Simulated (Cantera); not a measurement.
A Cantera script and its output.

```python
import numpy as np
import cantera as ct

gas = ct.Solution("h2o2.yaml")
gas.TPX = 950, 760000, {'H2': 1, 'O2': 0.617, 'N2': 6.79}
reactor = ct.IdealGasConstPressureReactor(gas, energy="on", clone=False)
net = ct.ReactorNet([reactor])
net.rtol, net.atol = 1e-08, 1e-16
show = ['H2', 'O2', 'OH', 'O', 'H']
times = np.geomspace(9e-06, 0.3, 14)

steps = ct.SolutionArray(gas, extra=["t"])
rows = []
print(f"{'t/s':>10s}{'T/K':>9s}{'P/Pa':>11s}" + "".join(f"{s:>11s}" for s in show))
for t in times:
    while net.time < t:
        t_next = net.step()
        steps.append(gas.state, t=t_next)
    rows.append([np.interp(t, steps.t, y) for y in (steps.T, steps.P, *steps(*show).X.T)])
    print(f"{t:10.3e}{rows[-1][0]:9.1f}{rows[-1][1]:11.4g}" + "".join(f"{x:11.3e}" for x in rows[-1][2:]))
rate = np.gradient(steps.T, steps.t)
print("integrator steps:", len(steps.t))
if steps.T.max() > steps.T[0] + 200:
    print(f"time of steepest temperature rise: {steps.t[rate.argmax()]:.4e} s")
gas.TPX = 950, 760000, {'H2': 1, 'O2': 0.617, 'N2': 6.79}
gas.equilibrate("HP")
print(f"equilibrium (HP): T = {gas.T:.1f} K  " + "  ".join(f"{s} {gas[s].X[0]:.3e}" for s in show))
```

It prints:

```
       t/s      T/K       P/Pa         H2         O2         OH          O          H
 9.000e-06    950.0    7.6e+05  1.189e-01  7.339e-02  1.261e-13  4.508e-13  3.512e-12
 2.005e-05    950.0    7.6e+05  1.189e-01  7.339e-02  1.273e-13  4.547e-13  3.542e-12
 4.468e-05    950.0    7.6e+05  1.189e-01  7.339e-02  1.300e-13  4.636e-13  3.611e-12
 9.954e-05    950.0    7.6e+05  1.189e-01  7.339e-02  1.366e-13  4.835e-13  3.767e-12
 2.218e-04    950.0    7.6e+05  1.189e-01  7.339e-02  1.547e-13  5.297e-13  4.126e-12
 4.941e-04    950.0    7.6e+05  1.189e-01  7.339e-02  2.111e-13  6.412e-13  4.994e-12
 1.101e-03    950.0    7.6e+05  1.189e-01  7.339e-02  4.175e-13  9.359e-13  7.290e-12
 2.453e-03    950.0    7.6e+05  1.189e-01  7.339e-02  1.305e-12  1.880e-12  1.464e-11
 5.465e-03    950.0    7.6e+05  1.189e-01  7.339e-02  6.389e-12  6.394e-12  4.980e-11
 1.217e-02    950.0    7.6e+05  1.189e-01  7.339e-02  6.727e-11  5.017e-11  3.907e-10
 2.713e-02    950.8    7.6e+05  1.188e-01  7.332e-02  1.099e-09  5.707e-10  4.440e-09
 6.044e-02    981.5    7.6e+05  1.149e-01  7.118e-02  3.425e-08  1.677e-08  1.234e-07
 1.347e-01   1823.0    7.6e+05  2.528e-05  1.474e-02  2.763e-04  6.681e-06  7.958e-07
 3.000e-01   1823.0    7.6e+05  2.528e-05  1.474e-02  2.763e-04  6.681e-06  7.958e-07
integrator steps: 1712
time of steepest temperature rise: 6.8228e-02 s
equilibrium (HP): T = 1823.0 K  H2 2.528e-05  O2 1.474e-02  OH 2.763e-04  O 6.681e-06  H 7.958e-07
```

Detailed kinetics in Cantera: the H2/O2 subset of GRI-Mech 3.0, which has no nitrogen chemistry. The hydrogen kinetics of GRI-Mech 3.0 are dated; newer H2 mechanisms differ, most at raised pressure.
